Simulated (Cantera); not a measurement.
Charge: 1 mol Fe3O4, 0.51 mol CH4, 2.2 mol CO, at 1500 Pa.

These are equilibrium values from Cantera (NASA tables, ideal gas, pure condensed phases), not measurements of a reactor. Candidate condensed phases: C, C6H6, C7H8, C8H18, Fe, Fe(CO)5, FeO, Fe(OH)2, Fe(OH)3, Fe2O3, Fe3O4, H2O; 114 gas species. Each liquid is taken as pure. Mutual solubility and eutectic melting of coexisting phases are not modelled. The tables' stoichiometric FeO is somewhat more stable than real wüstite, so its field is too wide. FeO: taken at fixed stoichiometry. Rates play no part.

log p: log10 of the partial pressure in bar; n: condensed amount in mol.

```tsv
T (°C)	log p CO	log p H2	log p CO2	log p H2O	log p Fe	log p H	log p OH	n Fe(γ)	n FeO(s)	n FeO(l)	n Fe(δ)	n Fe(l)
1277	-2.03	-2.55	-2.83	-2.90	-6.38	…	-7.61	0.188	2.81	0	0	0
1327	-2.02	-2.55	-2.84	-2.89	-5.96	…	-7.29	0.188	2.81	0	0	0
1377	-2.02	-2.56	-2.85	-2.88	-5.57	…	-6.99	0.188	0	2.81	0	0
1427	-2.02	-2.55	-2.88	-2.88	-5.20	…	-6.72	0	0	2.84	0.161	0
1477	-2.02	-2.55	-2.91	-2.89	-4.86	…	-6.48	0	0	2.86	0.135	0
1527	-2.01	-2.55	-2.94	-2.89	-4.53	…	-6.24	0	0	2.88	0.110	0
1577	-2.01	-2.55	-2.95	-2.89	-4.23	…	-6.02	0	0	2.89	0	0.0922
1627	-2.01	-2.56	-2.97	-2.89	-3.95	…	-5.80	0	0	2.90	0	0.0712
1677	-2.01	-2.56	-2.99	-2.90	-3.69	…	-5.60	0	0	2.91	0	0.0402
```

Q: Fill in the missing entries.

A: 
- 1277, log p H: -5.77
- 1327, log p H: -5.54
- 1377, log p H: -5.32
- 1427, log p H: -5.11
- 1477, log p H: -4.91
- 1527, log p H: -4.72
- 1577, log p H: -4.55
- 1627, log p H: -4.38
- 1677, log p H: -4.22
